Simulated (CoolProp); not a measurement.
Sulfur hexafluoride along the isotherm 625 K: Z from the reference equation and from simpler models built on Tc = 318.7 K, pc = 3.755 MPa, ω = 0.210; each cubic takes its own stable root.

Computed with CoolProp (reference Helmholtz-energy equation of state, Guder 2009).

```csv
p (MPa),phase,reference
3.75,gas,0.9887
7.51,supercritical,0.9871
11.3,supercritical,0.9953
15,supercritical,1.012
18.8,supercritical,1.038
22.5,supercritical,1.070
26.3,supercritical,1.108
30,supercritical,1.150
33.8,supercritical,1.196
37.5,supercritical,1.243
```

Q: How far does each simpler model (van der Waals, Peng-Robinson) lie from the reference over these 10 states: mean and median of the absolute difference, and the worst?

A: 
- van der Waals: mean 7.0 %, median 7.1 %, worst -10.4 % at 625 K and 15 MPa
- Peng-Robinson: mean 2.8 %, median 2.5 %, worst -5.9 % at 625 K and 37.5 MPa
